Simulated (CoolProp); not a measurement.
Saturated liquid density (kg/m³) of CH2F2 (R32): the reference equation beside estimates from Tc = 78.1 °C, pc = 57.83 bar, ω = 0.277. Rackett uses Z = 0.29056 − 0.08775 ω.

Model: reference Helmholtz-energy equation of state, Tillner-Roth 1997, in CoolProp.

```json
[
 {"T (°C)": "7.65", "reference": "1028", "Rackett": "892.7", "Redlich-Kwong": "750.9"},
 {"T (°C)": "16.65", "reference": "994.5", "Rackett": "864.6", "Redlich-Kwong": "720.2"},
 {"T (°C)": "25.55", "reference": "958.7", "Rackett": "834.7", "Redlich-Kwong": "687.5"},
 {"T (°C)": "34.55", "reference": "919.1", "Rackett": "801.8", "Redlich-Kwong": "651.4"},
 {"T (°C)": "43.55", "reference": "874.9", "Rackett": "765.3", "Redlich-Kwong": "611.5"},
 {"T (°C)": "52.45", "reference": "824.5", "Rackett": "723.9", "Redlich-Kwong": "566.8"},
 {"T (°C)": "61.45", "reference": "762.2", "Rackett": "673.1", "Redlich-Kwong": "513.5"},
 {"T (°C)": "70.45", "reference": "675.5", "Rackett": "602.8", "Redlich-Kwong": "444.2"}
]
```

Absolute difference from the reference over all 8 rows, mean and median: Rackett 12.4 and 12.6 %, Redlich-Kwong 30.0 and 29.6 %.
